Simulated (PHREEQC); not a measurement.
Na3PO4 is added in steps, without added water, to 1 kg of water holding 0.8 mol/kgw CsOH and 0.0016 mol/kgw Na2CO3, at 25 °C. Oxygen is held at 0.21 atm. CO2 is held at log p = -3.4 (atm). Solids allowed: Nahcolite, Natron. Others were left out.

Base run: PHREEQC, ion-association model, wateq4f.dat. Each further column changes one thing. The table gives pH.

```
Na3PO4 added (mol)   base  all activity coefficients set to 1  Debye-Hückel limiting law  metal-ligand complexes left out  Davies equation for every ion
------------------  -----  ----------------------------------  -------------------------  -------------------------------  -----------------------------
0                   10.16                               10.52                       9.46                            10.16                          10.35
0.06667             10.12                               10.43                       9.32                            10.17                          10.29
0.1333              10.07                               10.34                       9.17                            10.17                          10.24
0.2                 10.04                               10.27                       9.04                            10.18                          10.20
0.2333              10.02                               10.24                       8.97                            10.19                          10.18
0.3                 10.00                               10.20                       8.84                            10.19                          10.16
0.3667               9.97                               10.16                       8.73                            10.20                          10.13
0.4333               9.95                               10.14                       8.62                            10.20                          10.12
0.5                  9.94                               10.12                       8.51                            10.18                          10.11
0.5667               9.92                               10.10                       8.41                            10.15                          10.09
0.6                  9.92                               10.09                       8.37                            10.14                          10.09
0.6667               9.90                               10.08                       8.28                            10.12                          10.08
0.7333               9.89                               10.07                       8.19                            10.09                          10.07
0.8                  9.88                               10.06                       8.10                            10.07                          10.07
```

The ionic strength passes 0.7 mol/kgw, the rough limit of the ion-association models, in part of: base; all activity coefficients set to 1; Debye-Hückel limiting law; metal-ligand complexes left out; Davies equation for every ion. H3PO4, which wateq4f.dat lacks, is added to it with the constant of phreeqc.dat.
